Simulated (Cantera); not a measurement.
A perfectly stirred reactor is fed with H2 : O2 : N2 = 1.2 : 1 : 14 (molar parts), at 308 Torr; it is held at 1250 K, and followed from long to short residence time.

Detailed kinetics in Cantera: the H2/O2 subset of GRI-Mech 3.0, which has no nitrogen chemistry. The temperature is held fixed by assumption; the heat of reaction is taken as removed at once.

One state of this run: x H2 = 0.000149; x O2 = 0.0256; x H = 2.07e-5; x HO2 = 2.17e-6; x H2O2 = 2.52e-7; x H2O = 0.0767; x O = 5.10e-5. x: mole fraction; the columns are a selection and need not sum to one.

Task: Which value of τ (s) does it belong to?
A) 0.60
B) 0.14
C) 11
D) 2.6

Result: A, 0.60
